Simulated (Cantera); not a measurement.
Mixture: CO : H2 : O2 : N2 = 1 : 0.87 : 0.719 : 4.17 (molar parts), equivalence ratio 1.3, at 750 Torr, adiabatic and at constant pressure. Ignition delay is the time to a rise of 400 K.

Computed with Cantera and GRI-Mech 3.0 (53 species, 325 reactions). Where the delays flatten at high temperature, the 400 K rule measures the pace of heat release, not the induction time.

### Question
What does this change do: N2 4.17 to 5.6 parts?

### Answer
```csv
quantity,before,after
delay at 1025 K,0.291 ms,0.357 ms
delay at 1175 K,89.8 µs,0.115 ms
delay at 1325 K,52.0 µs,70.5 µs
delay at 1475 K,40.9 µs,59.5 µs
delay at 1625 K,40.0 µs,62.0 µs
```

### Question
What does this change do: constant volume in place of constant pressure?

### Answer
| quantity | before | after |
|---|---|---|
| delay at 1025 K | 0.291 ms | 0.279 ms |
| delay at 1175 K | 89.8 µs | 82.6 µs |
| delay at 1325 K | 52.0 µs | 44.6 µs |
| delay at 1475 K | 40.9 µs | 31.9 µs |
| delay at 1625 K | 40.0 µs | 28.2 µs |

### Question
What does this change do: pressure from 750 Torr to 7130 Torr?

### Answer
```csv
quantity,before,after
delay at 1025 K,0.291 ms,2.52 ms
delay at 1175 K,89.8 µs,56.1 µs
delay at 1325 K,52.0 µs,6.17 µs
delay at 1475 K,40.9 µs,2.88 µs
delay at 1625 K,40.0 µs,1.89 µs
```
The hydrogen kinetics of GRI-Mech 3.0 are dated; newer H2 mechanisms differ, most at raised pressure.
